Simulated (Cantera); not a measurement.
Cantera run:

```python
import numpy as np
import cantera as ct

gas_names = """
    B BN B2 N N2
""".split()
cond_names = """
    B(b) B(L) BN(s)
""".split()


def load(file, names, dense=False):
    # The tables refer to 1 bar. Condensed volumes are neglected.
    table = {s.name: s for s in ct.Species.list_from_file(file)}
    out = []
    for n in names:
        d = dict(table[n].input_data)
        d["thermo"] = dict(d["thermo"], **{"reference-pressure": 1e5})
        if dense:
            d["equation-of-state"] = {"model": "constant-volume", "density": "1e6 g/cm^3"}
        out.append(ct.Species.from_dict(d))
    return out


gas = ct.Solution(thermo="ideal-gas", species=load("nasa_gas.yaml", gas_names))
cond = {s.name: ct.Solution(thermo="fixed-stoichiometry", species=[s], name=s.name)
        for s in load("nasa_condensed.yaml", cond_names, dense=True)}
atoms = {
    'BN': {'B': 1, 'N': 1},
    'N2': {'N': 2},
}
top_T = {'BN(s)': 3200}  # K; cautious upper limits of use, not melting points


def equilibrate(T, P, feed):
    n = {}
    for name, mol in feed.items():
        for a, k in atoms[name].items():
            n[a] = n.get(a, 0.0) + k * mol
    gas.TPX = T, P, n
    mass = sum(n.values()) * gas.mean_molecular_weight
    gas.equilibrate("TP")
    valid = [c for c in cond.values() if c.min_temp <= T <= top_T.get(c.name, c.max_temp)]
    mix = ct.Mixture([(gas, mass / gas.mean_molecular_weight)] + [(c, 0.0) for c in valid])
    mix.T, mix.P = T, P
    mix.equilibrate("TP", solver="vcs", rtol=1e-11, max_steps=5000)
    return mix


results = []
feed = {'BN': 1, 'N2': 0.51}  # mol
P = 133.322  # Pa
for T in [2098, 2173, 2248, 2323, 2398, 2473, 2548, 2623, 2698]:
    mix = equilibrate(T, P, feed)
    results.append((T, P, feed, dict(zip(mix.species_names, mix.species_moles))))

top = {s: max(r[3][s] / sum(r[3][g] for g in gas_names) for r in results) for s in gas_names}
cols = sorted((s for s in top if top[s] > 0.001), key=lambda s: -top[s])[:9]
seen = [c for c in cond_names if any(r[3].get(c, 0) > 1e-12 for r in results)]
print("log10 of partial pressures in bar; condensed amounts in mol")
print(f"{'T/K':>10s}" + "".join(f"{s[:9]:>10s}" for s in cols + seen))
for T, P, feed, n in results:
    ng = sum(n[g] for g in gas_names)
    print(f"{T:10.4g}" + "".join(f"{np.log10(max(n[s] / ng * P / 1e5, 1e-99)):10.3f}" for s in cols)
          + "".join(f"{n.get(c, 0):10.4g}" for c in seen))
```

It prints:

```
log10 of partial pressures in bar; condensed amounts in mol
       T/K        N2         B        BN      B(b)      B(L)     BN(s)
      2098    -2.875    -6.425    -7.929         0         0    0.9999
      2173    -2.876    -5.737    -7.316         0         0    0.9993
      2248    -2.877    -5.283    -6.933     0.996         0         0
      2323    -2.880    -4.870    -6.587    0.9895         0         0
      2398    -2.886    -4.506    -6.287         0    0.9754         0
      2473    -2.898    -4.176    -6.021         0     0.946         0
      2548    -2.923    -3.866    -5.778         0    0.8836         0
      2623    -2.973    -3.574    -5.563         0    0.7446         0
      2698    -3.082    -3.299    -5.391         0    0.3831         0
```

Cantera equilibrium calculation (NASA polynomials, part measured and part estimated; ideal gas, pure solids and liquids).
